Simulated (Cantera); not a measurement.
Input (Python, Cantera) and output of one run.

```python
import numpy as np
import cantera as ct

gas_names = """
    Br Br2 H HBr H2 Si SiBr SiBr2 SiBr3 SiBr4 SiH SiHBr3 SiH2 SiH2Br2 SiH3 SiH3Br SiH4 Si2 Si3
""".split()
cond_names = """
    Br2(cr) Br2(L) Si(cr) Si(L)
""".split()


# ... load() reads the species with a 1 bar reference pressure and builds the phases ...
atoms = {
    'Si': {'Si': 1},
    'Br2': {'Br': 2},
    'H2': {'H': 2},
}
top_T = {}  # K; cautious upper limits of use, not melting points


# ... equilibrate(T, P, feed) seeds the gas with the atoms and calls Mixture.equilibrate('TP', solver="vcs", rtol=1e-11, max_steps=5000) ...
results = []
feed = {'Si': 1, 'Br2': 5, 'H2': 3}  # mol
T = 1525  # K
P = 2.4  # Pa
mix = equilibrate(T, P, feed)
results.append((T, P, feed, dict(zip(mix.species_names, mix.species_moles))))
x = sorted(zip(gas.X, gas.species_names), reverse=True)
print(f"T = {T:g} K  P = {P:g} Pa  gas = {mix.phase_moles(0):.4g} mol")
print("   x: " + "  ".join(f"{s} {v:.3e}" for v, s in x if v > 1e-06))
print("   condensed (mol): " + ("  ".join(f"{mix.phase(i).name} {mix.phase_moles(i):.4g}"
      for i in range(1, mix.n_phases) if mix.phase_moles(i) > 1e-12) or "none"))
```

It prints:

```
T = 1525 K  P = 2.4 Pa  gas = 10.25 mol
   x: Br 4.374e-01  HBr 3.431e-01  H2 1.203e-01  SiBr2 9.693e-02  H 1.675e-03  SiBr 3.573e-04  SiBr3 2.211e-04  Br2 3.953e-05  Si 3.114e-05  SiBr4 8.761e-06
   condensed (mol): none
```

Equilibrium computed with Cantera from the NASA thermochemical tables; the gas is ideal and each condensed phase is pure. The tables' values for SiBr, SiBr3 are old estimates; treat these amounts as uncertain.
